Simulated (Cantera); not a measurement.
**Reactions in the system Al-I-O**

Source: NASA polynomial tables (part measured, part estimated), evaluated in Cantera. Values are per mole of reaction as written; species without (g) are pure solids or liquids, kept so even where they would boil at 1 bar.

6 AlI3(g) + O3(g) = 3 Al2O(g) + 9 I2

```tsv
T (K)	ΔH° (kJ)	ΔS° (J/K)	ΔG° (kJ)	log10 K	condensed phases
350	590.4	-653.9	819.3	-122.27	I2(s)
375	594.9	-641.6	835.5	-116.38	I2(s)
400	743.0	-258.9	846.5	-110.54	I2(l)
425	751.9	-237.1	852.7	-104.80	I2(l)
450	760.9	-216.6	858.4	-99.64	I2(l)
475	769.8	-197.3	863.5	-94.96	I2(l)
500	778.7	-179.1	868.3	-90.70	I2(l)
525	787.6	-161.8	872.5	-86.81	I2(l)
550	796.4	-145.4	876.4	-83.23	I2(l)
```
